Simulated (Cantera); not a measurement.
A perfectly stirred reactor is fed with N2O : N2 = 1 : 2.1 (molar parts), at 20.0 Torr; it is held at 1398 K, and followed from long to short residence time.

Cantera simulation using GRI-Mech 3.0 (53 species, 325 reactions); the numbers are that mechanism's predictions, not measurements. GRI-Mech 3.0 was tuned for natural gas; its chemistry of N2O as a main component is partial and can be far from experiment. Radical loss at walls, strong at low pressure, is not modelled. The mechanism lacks the step 2 NO + O2 → 2 NO2, which can matter for NO2 below about 1400 K. The temperature is held fixed by assumption; the heat of reaction is taken as removed at once.

```csv
quantity,before,after
x(N2O) at τ = 2.60 s,0.145,0.322
x(O2) at τ = 2.60 s,0.0616,6.86e-5
x(NO2) at τ = 2.60 s,7.13e-6,3.47e-10
x(O) at τ = 2.60 s,2.48e-5,4.20e-8
x(N2) at τ = 2.60 s,0.764,0.678
x(N2O) at τ = 70.0 ms,0.312,0.323
x(O2) at τ = 70.0 ms,0.00356,1.81e-6
x(NO2) at τ = 70.0 ms,2.29e-7,<1e-12
x(O) at τ = 70.0 ms,2.49e-5,4.11e-8
x(N2) at τ = 70.0 ms,0.682,0.677
```

### Question
Name the change that produced these shifts.
A) temperature 1398 to 1200 K
B) temperature 1398 to 1000 K
C) N2 2.1 to 10 parts
D) temperature 1398 to 1100 K

### Answer
B, temperature 1398 to 1000 K
